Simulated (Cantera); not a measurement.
Feed: 1 mol SiH₂Cl₂, 0.89 mol NH₃, at 1375 K and 65.0 Pa.

Cantera equilibrium calculation (NASA polynomials, part measured and part estimated; ideal gas, pure solids and liquids). Candidate condensed phases: NH₄Cl, Si, Si₃N₄; 28 gas species. The tables' values for SiCl₃ are old estimates; treat these amounts as uncertain. Equilibrium is a limit: real reactors are often held back by kinetics, nucleation or transport.

Base state: H₂ 0.540, HCl 0.287, SiCl₂ 0.132, N₂ 0.0302, SiCl₃ 0.00793, SiCl₄ 0.00219, SiHCl₃ 0.000262, H 9.87e-5 (mole fractions); condensed: Si₃N₄(s).

Task: What changes in the equilibrium state with this change: SiH₂Cl₂ replaced by SiH₄?

Result: 
```
species          before     after
-------------  --------  --------
H₂                0.540     0.995
N₂               0.0302   0.00495
H               9.87e-5  0.000134
HCl               0.287         0
SiCl₂             0.132         0
SiCl₃           0.00793         0
SiCl₄           0.00219         0
SiHCl₃         0.000262         0
Cl              4.36e-5         0
Si₃N₄(s), mol     0.171     0.214
Si(s), mol            0     0.357
```
Mutual solubility and eutectic melting of coexisting phases are not modelled.

Task: What changes in the equilibrium state with this change: NH₃ from 0.89 to 0.53 mol?

Result: 
```json
[
 {"species": "H₂", "before": "0.540", "after": "0.521"},
 {"species": "HCl", "before": "0.287", "after": "0.241"},
 {"species": "SiCl₂", "before": "0.132", "after": "0.215"},
 {"species": "N₂", "before": "0.0302", "after": "0.00901"},
 {"species": "SiCl₃", "before": "0.00793", "after": "0.0110"},
 {"species": "SiHCl₃", "before": "0.000262", "after": "0.000356"},
 {"species": "SiCl₄", "before": "0.00219", "after": "0.00258"},
 {"species": "Cl", "before": "4.36e-5", "after": "3.71e-5"},
 {"species": "H", "before": "9.87e-5", "after": "9.70e-5"},
 {"species": "Si₃N₄(s), mol", "before": "0.171", "after": "0.120"}
]
```

Task: What changes in the equilibrium state with this change: NH₃ from 0.89 to 0.44 mol?

Result: 
```json
[
 {"species": "H₂", "before": "0.540", "after": "0.518"},
 {"species": "SiCl₂", "before": "0.132", "after": "0.247"},
 {"species": "HCl", "before": "0.287", "after": "0.216"},
 {"species": "N₂", "before": "0.0302", "after": "0.00537"},
 {"species": "SiCl₃", "before": "0.00793", "after": "0.0114"},
 {"species": "SiCl", "before": "4.40e-6", "after": "1.07e-5"},
 {"species": "SiHCl₃", "before": "0.000262", "after": "0.000367"},
 {"species": "Cl", "before": "4.36e-5", "after": "3.34e-5"},
 {"species": "SiCl₄", "before": "0.00219", "after": "0.00240"},
 {"species": "Si₃N₄(s), mol", "before": "0.171", "after": "0.103"}
]
```
The tables' values for SiCl₃, SiCl are old estimates; treat these amounts as uncertain.
